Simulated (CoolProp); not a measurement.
Vapour-liquid equilibrium of dimethyl carbonate (1) + n-decane (2) at 0.371 MPa; x and y are mole fractions of (1).

Computed with CoolProp (multi-fluid Helmholtz-energy mixture model, Zhou 2011 and Lemmon 2006; pair parameters Bell 2016).

Problem. Give the bubble temperature and the first vapour's composition at x = 0.05, 0.65, 0.95. Is there an azeotrope?

Solution. x = 0.05: 208.3 °C, y = 0.390; x = 0.65: 144.9 °C, y = 0.912; x = 0.95: 138.3 °C, y = 0.979. No azeotrope shows between x = 0.05 and 0.95.

Pair parameters are fitted to limited data, so mixtures are less certain than the pure fluids. With so large a gap from Raoult's law the liquid may split in two, which this calculation doesn't test in full.
